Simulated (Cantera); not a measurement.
**Ammonia decomposition in nitride growth gas**

An isothermal, constant-pressure homogeneous reactor starts with 6.67 % NH3, 93.3 % N2, at 2300 K and 10.00 Torr.

Cantera simulation using the gas-phase N/H chemistry of the illustrative SiF4/NH3 mechanism in the Surface Chemkin manual (1991); the numbers are that mechanism's predictions, not measurements. Walls and surfaces, which speed up NH3 decomposition in real reactors, are not modelled.

```tsv
t (s)	x NH3	x H2	x N2	x N2H2	x N	x NH2
0.000200	0.0666	2.74e-5	0.933	1.09e-9	1.18e-10	5.93e-5
0.000407	0.0665	6.07e-5	0.933	5.71e-9	1.19e-9	0.000125
0.000827	0.0664	0.000130	0.933	3.03e-8	1.02e-8	0.000257
0.00168	0.0661	0.000290	0.933	1.63e-7	6.16e-8	0.000516
0.00342	0.0654	0.000806	0.933	7.50e-7	2.57e-7	0.000996
0.00695	0.0633	0.00316	0.932	2.34e-6	1.32e-6	0.00154
0.0141	0.0579	0.0109	0.930	2.73e-6	4.58e-6	0.00137
0.0288	0.0485	0.0245	0.926	1.91e-6	8.13e-6	0.000977
0.0585	0.0348	0.0440	0.920	1.15e-6	1.06e-5	0.000662
0.119	0.0190	0.0664	0.914	5.16e-7	1.11e-5	0.000388
0.242	0.00649	0.0841	0.909	1.34e-7	9.71e-6	0.000168
0.492	0.000987	0.0916	0.906	1.37e-8	7.13e-6	4.15e-5
1.00	4.02e-5	0.0922	0.905	2.37e-10	3.24e-6	3.73e-6
```
x: mole fraction; the columns are a selection and need not sum to one.

Equilibrium at this temperature and pressure: NH3 3.78e-9, H2 0.0806, N2 0.895, N2H2 <1e-12, N 3.19e-7, NH2 3.56e-9 (gas phase only).
